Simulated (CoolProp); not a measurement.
Vapour-liquid equilibrium of CHF3 (R23) (1) + propylene (2) at 243.3 K; x and y are mole fractions of (1).

The numbers come from the multi-fluid Helmholtz-energy mixture model, Penoncello 2003 and Lemmon 2013; pair parameters Bell 2016 in CoolProp.

| x | bubble pressure, mixture model (MPa) | bubble pressure, Raoult's law (MPa) | y, mixture model | y, Raoult's law |
|---|---|---|---|---|
| 0.05 | 0.3227 | 0.2528 | 0.351 | 0.200 |
| 0.2 | 0.5687 | 0.3728 | 0.657 | 0.543 |
| 0.35 | 0.7205 | 0.4927 | 0.752 | 0.719 |
| 0.5 | 0.8164 | 0.6127 | 0.802 | 0.826 |
| 0.65 | 0.8863 | 0.7326 | 0.841 | 0.898 |
| 0.8 | 0.9472 | 0.8526 | 0.888 | 0.950 |
| 0.95 | 1.000 | 0.9725 | 0.962 | 0.989 |

The largest gap from Raoult's law is +52.5 % in bubble pressure, at x = 0.2. No azeotrope shows between x = 0.05 and 0.95.

The pair parameters rest on a limited set of measurements; away from them the model extrapolates. With so large a gap from Raoult's law the liquid may split in two, which this calculation doesn't test in full.
